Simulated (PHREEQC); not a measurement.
Copper plating or etch bath: an equilibrium model

Dissolve 0.0077 mol/kgw CuSO4 and 0.07 mol/kgw HCl at 20 °C. Closed to the air; pH follows from the charge balance.

Computed with PHREEQC (ion-association model, wateq4f.dat).

No solid was allowed to form.

Q: Estimate the pH, ionic strength.

A: pH 1.27; ionic strength 0.0879 mol/kgw.

Q: In which forms is S present?

A: HSO4- 66 %, SO4-2 28 %, CuSO4 6.0 % of the S.
